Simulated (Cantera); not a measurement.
**Premixed flame**

A freely propagating, adiabatic, planar premixed flame of 20.3 % H₂, 13.8 % O₂, 65.9 % N₂, equivalence ratio 0.74, unburnt at 623 K and 1.01 bar; mixture-averaged transport, grid criteria slope 0.08 and curve 0.16, no radiation.

Cantera simulation using the H2/O2 subset of GRI-Mech 3.0, which has no nitrogen chemistry; the numbers are that mechanism's predictions, not measurements. Burning velocities carry a grid error of a few per cent, more on coarse grids.

```json
[
 {"z (mm)": "-1.43", "T (K)": "623", "u (m/s)": "4.66", "x H₂": "0.203", "x O₂": "0.138", "x H₂O₂": "<1e-8", "x H": "<1e-8", "x OH": "<1e-8", "x O": "<1e-8"},
 {"z (mm)": "-0.955", "T (K)": "623", "u (m/s)": "4.66", "x H₂": "0.203", "x O₂": "0.138", "x H₂O₂": "<1e-8", "x H": "<1e-8", "x OH": "<1e-8", "x O": "<1e-8"},
 {"z (mm)": "-0.716", "T (K)": "623", "u (m/s)": "4.66", "x H₂": "0.203", "x O₂": "0.138", "x H₂O₂": "<1e-8", "x H": "<1e-8", "x OH": "<1e-8", "x O": "<1e-8"},
 {"z (mm)": "-0.478", "T (K)": "623", "u (m/s)": "4.66", "x H₂": "0.203", "x O₂": "0.138", "x H₂O₂": "<1e-8", "x H": "6.01e-8", "x OH": "<1e-8", "x O": "<1e-8"},
 {"z (mm)": "-0.239", "T (K)": "647", "u (m/s)": "4.80", "x H₂": "0.194", "x O₂": "0.138", "x H₂O₂": "6.50e-6", "x H": "0.000151", "x OH": "6.08e-5", "x O": "1.17e-5"},
 {"z (mm)": "-0.119", "T (K)": "833", "u (m/s)": "6.03", "x H₂": "0.161", "x O₂": "0.133", "x H₂O₂": "1.36e-5", "x H": "0.00350", "x OH": "0.000610", "x O": "0.000322"},
 {"z (mm)": "0", "T (K)": "1187", "u (m/s)": "8.37", "x H₂": "0.0898", "x O₂": "0.103", "x H₂O₂": "6.06e-6", "x H": "0.0177", "x OH": "0.00265", "x O": "0.00388"},
 {"z (mm)": "0.119", "T (K)": "1456", "u (m/s)": "10.2", "x H₂": "0.0351", "x O₂": "0.0644", "x H₂O₂": "3.75e-6", "x H": "0.0264", "x OH": "0.00687", "x O": "0.00908"},
 {"z (mm)": "0.239", "T (K)": "1597", "u (m/s)": "11.1", "x H₂": "0.0206", "x O₂": "0.0511", "x H₂O₂": "2.18e-6", "x H": "0.0234", "x OH": "0.00928", "x O": "0.0102"},
 {"z (mm)": "0.478", "T (K)": "1740", "u (m/s)": "12.0", "x H₂": "0.0160", "x O₂": "0.0460", "x H₂O₂": "1.11e-6", "x H": "0.0156", "x OH": "0.0108", "x O": "0.00853"},
 {"z (mm)": "0.955", "T (K)": "1870", "u (m/s)": "12.8", "x H₂": "0.0121", "x O₂": "0.0433", "x H₂O₂": "6.01e-7", "x H": "0.00858", "x OH": "0.0109", "x O": "0.00594"},
 {"z (mm)": "1.91", "T (K)": "1974", "u (m/s)": "13.4", "x H₂": "0.00782", "x O₂": "0.0414", "x H₂O₂": "3.60e-7", "x H": "0.00381", "x OH": "0.00968", "x O": "0.00353"},
 {"z (mm)": "3.82", "T (K)": "2044", "u (m/s)": "13.8", "x H₂": "0.00416", "x O₂": "0.0404", "x H₂O₂": "2.31e-7", "x H": "0.00134", "x OH": "0.00754", "x O": "0.00178"}
]
```
x: mole fraction of selected species; z is measured from the peak of heat release.

```
Item                        Result
------------------------  --------
laminar burning velocity  466 cm/s
thermal thickness         0.478 mm
peak x(H₂O₂)               1.42e-5
peak x(H)                   0.0265
peak x(OH)                  0.0110
peak x(O)                   0.0102
```
